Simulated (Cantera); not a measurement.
What does this Cantera script print?

```python
import numpy as np
import cantera as ct

gas = ct.Solution("gri30.yaml", transport_model="multicomponent")
show = ['H2O', 'N2', 'NH3']

rows = []
print(f"{'T/K':>7s}{'rho':>11s}{'cp':>10s}{'mu':>11s}{'lambda':>11s}{'Pr':>7s}" + "".join(f"{'D_' + s:>11s}" for s in show))
for T in [400, 650, 900, 1150, 1400, 1650, 1900, 2150, 2400]:
    gas.TPX = T, 54000, {'CH3OH': 0.21, 'C2H2': 0.092}
    Pr = gas.cp_mass * gas.viscosity / gas.thermal_conductivity
    D = [gas.mix_diff_coeffs_mole[gas.species_index(s)] for s in show]
    rows.append([gas.density, gas.cp_mass, gas.viscosity, gas.thermal_conductivity, Pr, *D])
    print(f"{T:7g}{gas.density:11.4e}{gas.cp_mass:10.1f}{gas.viscosity:11.4e}"
          f"{gas.thermal_conductivity:11.4e}{Pr:7.3f}" + "".join(f"{d:11.4e}" for d in D))
print("SI units: kg/m3, J/kg/K, Pa s, W/m/K, m2/s")
```

It prints:

```
    T/K        rho        cp         mu     lambda     Pr      D_H2O       D_N2      D_NH3
    400 4.9056e-01    1689.8 1.3242e-05 3.0356e-02  0.737 5.2720e-05 5.0563e-05 5.0904e-05
    650 3.0188e-01    2232.1 2.0937e-05 6.3016e-02  0.742 1.3723e-04 1.2070e-04 1.3146e-04
    900 2.1803e-01    2612.2 2.7703e-05 9.7249e-02  0.744 2.5368e-04 2.1212e-04 2.4158e-04
   1150 1.7063e-01    2909.8 3.3705e-05 1.3163e-01  0.745 3.9719e-04 3.2207e-04 3.7671e-04
   1400 1.4016e-01    3123.9 3.9121e-05 1.6402e-01  0.745 5.6459e-04 4.4882e-04 5.3394e-04
   1650 1.1892e-01    3282.6 4.4091e-05 1.9437e-01  0.745 7.5368e-04 5.9116e-04 7.1131e-04
   1900 1.0328e-01    3399.9 4.8717e-05 2.2265e-01  0.744 9.6293e-04 7.4824e-04 9.0741e-04
   2150 9.1267e-02    3487.3 5.3074e-05 2.4906e-01  0.743 1.1912e-03 9.1935e-04 1.1212e-03
   2400 8.1760e-02    3554.0 5.7221e-05 2.7395e-01  0.742 1.4376e-03 1.1040e-03 1.3520e-03
SI units: kg/m3, J/kg/K, Pa s, W/m/K, m2/s
```

Detailed kinetics in Cantera: GRI-Mech 3.0 (53 species, 325 reactions). Polar gases are described roughly by these parameters. The composition is frozen, though it would react at the higher temperatures.
